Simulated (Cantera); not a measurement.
What does this Cantera script print?

```python
import numpy as np
import cantera as ct

gas_names = """
    CL CL2 H HCL H2 Si SiCL SiCL2 SiCL3 SiCL4 SiH SiHCL3 SiH2 SiH2CL2 SiH3 SiH3CL SiH4 Si2 Si3
""".split()
cond_names = """
    Si(cr) Si(L)
""".split()


# ... load() reads the species with a 1 bar reference pressure and builds the phases ...
atoms = {
    'SiCl4': {'Si': 1, 'CL': 4},
    'HCl': {'H': 1, 'CL': 1},
    'H2': {'H': 2},
}
top_T = {}  # K; cautious upper limits of use, not melting points


# ... equilibrate(T, P, feed) seeds the gas with the atoms and calls Mixture.equilibrate('TP', solver="vcs", rtol=1e-11, max_steps=5000) ...
results = []
feed = {'SiCl4': 1, 'HCl': 1.2, 'H2': 0.55}  # mol
T = 1223.15  # K
P = 1100000  # Pa
mix = equilibrate(T, P, feed)
results.append((T, P, feed, dict(zip(mix.species_names, mix.species_moles))))
print(gas.report(threshold=0.0001))
for i in range(1, mix.n_phases):
    print(f"{mix.phase(i).name:16s} {mix.phase_moles(i):12.5e} mol")
```

Output:

```
       temperature   1223.2 K
          pressure   1.1e+06 Pa
           density   8.4437 kg/m^3
  mean mol. weight   78.064 kg/kmol
   phase of matter   gas

                          1 kg             1 kmol
                     ---------------   ---------------
          enthalpy       -2.9251e+06       -2.2834e+08  J
   internal energy       -3.0553e+06       -2.3851e+08  J
           entropy            3791.6        2.9599e+05  J/K
    Gibbs function       -7.5628e+06       -5.9038e+08  J
 heat capacity c_p            759.29             59274  J/K
 heat capacity c_v            652.79             50959  J/K

                      mass frac. Y      mole frac. X     chem. pot. / RT
                     ---------------   ---------------   ---------------
               HCL            0.2063           0.44174           -32.309
                H2          0.005029           0.19474           -17.267
             SiCL3         0.0010334        0.00060009           -87.751
             SiCL4           0.77915           0.35803           -111.43
            SiHCL3         0.0084596         0.0048758           -96.384
     [  +14 minor]        2.1657e-05        1.6991e-05

Si(cr)            0.00000e+00 mol
```

Method: chemical equilibrium by Gibbs-energy minimisation in Cantera with the NASA 1993 tables (ideal gas, pure condensed phases). The tables' values for SiCl3 are old estimates; treat these amounts as uncertain.
